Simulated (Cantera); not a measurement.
Input (Python, Cantera) and output of one run.

```python
import numpy as np
import cantera as ct

gas_names = """
    C CH CH2 CH3 CH2OH CH3O CH4 CH3OH CO CO2 COOH C2 C2H CHCO,ketyl C2H2,acetylene C2H2,vinylidene
    CH2CO,ketene C2H3,vinyl CH3CO,acetyl C2H4 C2H4O,ethylen CH3CHO,ethanal CH3COOH (HCOOH)2 C2H5 C2H6
    CH3OCH3 C2H5OH C2O C3 C3H3,propargyl C3H4,allene C3H4,propyne C3H4,cyclo- C3H5,allyl C3H6,propylene
    C3H6,cyclo- C3H6O C3H7,n-propyl C3H7,i-propyl C3H8 C3H8O,1propanol C3H8O,2propanol C3O2 C4 C4H2
    C4H4,1,3-cyclo- C4H6,butadiene C4H6,2-butyne C4H6,cyclo- C4H8,1-butene C4H8,cis2-buten
    C4H8,tr2-butene C4H8,isobutene C4H8,cyclo- (CH3COOH)2 C4H9,n-butyl C4H9,i-butyl C4H9,s-butyl
    C4H9,t-butyl C4H10,isobutane C4H10,n-butane C5 C5H6,1,3cyclo- C5H8,cyclo- C5H10,1-pentene
    C5H10,cyclo- C5H11,pentyl C5H11,t-pentyl C5H12,n-pentane C5H12,i-pentane CH3C(CH3)2CH3 C6H2
    C6H5,phenyl C6H5O,phenoxy C6H6 C6H5OH,phenol C6H10,cyclo- C6H12,1-hexene C6H12,cyclo- C6H13,n-hexyl
    C7H7,benzyl C7H8 C7H8O,cresol C7H14,1-heptene C7H15,n-heptyl C7H16,n-heptane C8H8,styrene
    C8H10,ethylbenz C8H16,1-octene C8H17,n-octyl C8H18,isooctane C8H18,n-octane C9H19,n-nonyl
    C10H8,naphthale C10H21,n-decyl C12H9,o-bipheny C12H10,bipheny H HCO HO2 H2 HCHO,formaldehy HCOOH H2O
    H2O2 O OH O2 O3
""".split()
cond_names = """
    C(gr) C6H6(L) C7H8(L) C8H18(L),n-octa H2O(s) H2O(L)
""".split()


def load(file, names, dense=False):
    # The tables refer to 1 bar. Condensed volumes are neglected.
    table = {s.name: s for s in ct.Species.list_from_file(file)}
    out = []
    for n in names:
        d = dict(table[n].input_data)
        d["thermo"] = dict(d["thermo"], **{"reference-pressure": 1e5})
        if dense:
            d["equation-of-state"] = {"model": "constant-volume", "density": "1e6 g/cm^3"}
        out.append(ct.Species.from_dict(d))
    return out


gas = ct.Solution(thermo="ideal-gas", species=load("nasa_gas.yaml", gas_names))
cond = {s.name: ct.Solution(thermo="fixed-stoichiometry", species=[s], name=s.name)
        for s in load("nasa_condensed.yaml", cond_names, dense=True)}
atoms = {
    'C2H4': {'C': 2, 'H': 4},
    'CO2': {'C': 1, 'O': 2},
}
top_T = {'C(gr)': 4500}  # K; cautious upper limits of use, not melting points


def equilibrate(T, P, feed):
    n = {}
    for name, mol in feed.items():
        for a, k in atoms[name].items():
            n[a] = n.get(a, 0.0) + k * mol
    gas.TPX = T, P, n
    mass = sum(n.values()) * gas.mean_molecular_weight
    gas.equilibrate("TP")
    valid = [c for c in cond.values() if c.min_temp <= T <= top_T.get(c.name, c.max_temp)]
    mix = ct.Mixture([(gas, mass / gas.mean_molecular_weight)] + [(c, 0.0) for c in valid])
    mix.T, mix.P = T, P
    mix.equilibrate("TP", solver="vcs", rtol=1e-11, max_steps=5000)
    return mix


results = []
feed = {'C2H4': 1, 'CO2': 0.23}  # mol
T = 2375  # K
P = 60000  # Pa
mix = equilibrate(T, P, feed)
results.append((T, P, feed, dict(zip(mix.species_names, mix.species_moles))))
x = sorted(zip(gas.X, gas.species_names), reverse=True)
print(f"T = {T:g} K  P = {P:g} Pa  gas = {mix.phase_moles(0):.4g} mol")
print("   x: " + "  ".join(f"{s} {v:.3e}" for v, s in x if v > 1e-05))
print("   condensed (mol): " + ("  ".join(f"{mix.phase(i).name} {mix.phase_moles(i):.4g}"
      for i in range(1, mix.n_phases) if mix.phase_moles(i) > 1e-12) or "none"))
```

Result:

```
T = 2375 K  P = 60000 Pa  gas = 2.48 mol
   x: H2 7.932e-01  CO 1.855e-01  H 1.622e-02  C2H2,acetylene 4.926e-03  CH4 7.018e-05  CH3 2.653e-05  C4H2 1.257e-05
   condensed (mol): C(gr) 1.745
```

Cantera equilibrium calculation (NASA polynomials, part measured and part estimated; ideal gas, pure solids and liquids).
